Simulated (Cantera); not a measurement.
An isothermal, constant-pressure homogeneous reactor starts with H2 : O2 : N2 : H2O = 0.67 : 1 : 1.5 : 0.098 (molar parts), equivalence ratio 0.34, at 1175 K and 150 Torr.

Detailed kinetics in Cantera: GRI-Mech 3.0 (53 species, 325 reactions). The temperature is held fixed by assumption; the heat of reaction is taken as removed at once.

One state of this run: x H2 = 2.88e-8; x O2 = 0.227; x HO2 = 1.17e-8; x N2O = 4.62e-8; x NO = 3.02e-6. x: mole fraction; the columns are a selection and need not sum to one.

Which value of t (s) does it belong to?
(A) 0.523
(B) 0.00153
(C) 0.143
(D) 0.0205

A, 0.523
